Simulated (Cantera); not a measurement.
Input (Python, Cantera) and output of one run.

```python
import numpy as np
import cantera as ct

gas_names = """
    Br Br2 H HBr H2 Si SiBr SiBr2 SiBr3 SiBr4 SiH SiHBr3 SiH2 SiH2Br2 SiH3 SiH3Br SiH4 Si2 Si3
""".split()
cond_names = """
    Br2(cr) Br2(L) Si(cr) Si(L)
""".split()


# ... load() reads the species with a 1 bar reference pressure and builds the phases ...
atoms = {
    'Si': {'Si': 1},
    'HBr': {'H': 1, 'Br': 1},
}
top_T = {}  # K; cautious upper limits of use, not melting points


# ... equilibrate(T, P, feed) seeds the gas with the atoms and calls Mixture.equilibrate('TP', solver="vcs", rtol=1e-11, max_steps=5000) ...
results = []
feed = {'Si': 1, 'HBr': 25}  # mol
P = 29  # Pa
for T in [550, 600, 650, 700, 750, 800, 850, 900, 950, 1000, 1050, 1100, 1150, 1200]:
    mix = equilibrate(T, P, feed)
    results.append((T, P, feed, dict(zip(mix.species_names, mix.species_moles))))
    x = sorted(zip(gas.X, gas.species_names), reverse=True)
    print(f"T = {T:g} K  P = {P:g} Pa  gas = {mix.phase_moles(0):.4g} mol")
    print("   x: " + "  ".join(f"{s} {v:.3e}" for v, s in x if v > 1e-05))
    print("   condensed (mol): " + ("  ".join(f"{mix.phase(i).name} {mix.phase_moles(i):.4g}"
          for i in range(1, mix.n_phases) if mix.phase_moles(i) > 1e-12) or "none"))
```

Result:

```
T = 550 K  P = 29 Pa  gas = 24 mol
   x: HBr 8.750e-01  H2 8.333e-02  SiBr4 4.167e-02
   condensed (mol): none
T = 600 K  P = 29 Pa  gas = 24 mol
   x: HBr 8.750e-01  H2 8.333e-02  SiBr4 4.167e-02
   condensed (mol): none
T = 650 K  P = 29 Pa  gas = 24 mol
   x: HBr 8.750e-01  H2 8.333e-02  SiBr4 4.167e-02
   condensed (mol): none
T = 700 K  P = 29 Pa  gas = 24 mol
   x: HBr 8.750e-01  H2 8.333e-02  SiBr4 4.167e-02
   condensed (mol): none
T = 750 K  P = 29 Pa  gas = 24 mol
   x: HBr 8.750e-01  H2 8.333e-02  SiBr4 4.167e-02
   condensed (mol): none
T = 800 K  P = 29 Pa  gas = 24 mol
   x: HBr 8.750e-01  H2 8.333e-02  SiBr4 4.166e-02
   condensed (mol): none
T = 850 K  P = 29 Pa  gas = 24 mol
   x: HBr 8.750e-01  H2 8.334e-02  SiBr4 4.166e-02  Br 2.737e-05
   condensed (mol): none
T = 900 K  P = 29 Pa  gas = 24 mol
   x: HBr 8.749e-01  H2 8.336e-02  SiBr4 4.165e-02  Br 9.003e-05
   condensed (mol): none
T = 950 K  P = 29 Pa  gas = 24 mol
   x: HBr 8.747e-01  H2 8.342e-02  SiBr4 4.161e-02  Br 2.616e-04  SiBr3 2.944e-05  SiHBr3 1.043e-05
   condensed (mol): none
T = 1000 K  P = 29 Pa  gas = 24.01 mol
   x: HBr 8.741e-01  H2 8.354e-02  SiBr4 4.150e-02  Br 6.835e-04  SiBr3 8.711e-05  SiBr2 4.497e-05  SiHBr3 1.619e-05
   condensed (mol): none
T = 1050 K  P = 29 Pa  gas = 24.03 mol
   x: HBr 8.730e-01  H2 8.370e-02  SiBr4 4.114e-02  Br 1.630e-03  SiBr3 2.307e-04  SiBr2 2.206e-04  SiHBr3 2.397e-05
   condensed (mol): none
T = 1100 K  P = 29 Pa  gas = 24.07 mol
   x: HBr 8.712e-01  H2 8.367e-02  SiBr4 4.005e-02  Br 3.596e-03  SiBr2 9.150e-04  SiBr3 5.477e-04  SiHBr3 3.353e-05  Br2 1.334e-05
   condensed (mol): none
T = 1150 K  P = 29 Pa  gas = 24.18 mol
   x: HBr 8.685e-01  H2 8.271e-02  SiBr4 3.704e-02  Br 7.447e-03  SiBr2 3.140e-03  SiBr3 1.136e-03  SiHBr3 4.271e-05  Br2 2.246e-05
   condensed (mol): none
T = 1200 K  P = 29 Pa  gas = 24.41 mol
   x: HBr 8.644e-01  H2 7.988e-02  SiBr4 3.056e-02  Br 1.468e-02  SiBr2 8.419e-03  SiBr3 1.943e-03  SiHBr3 4.618e-05  Br2 3.697e-05
   condensed (mol): none
```

These are equilibrium values from Cantera (NASA tables, ideal gas, pure condensed phases), not measurements of a reactor. The tables' values for SiBr3 are old estimates; treat these amounts as uncertain.
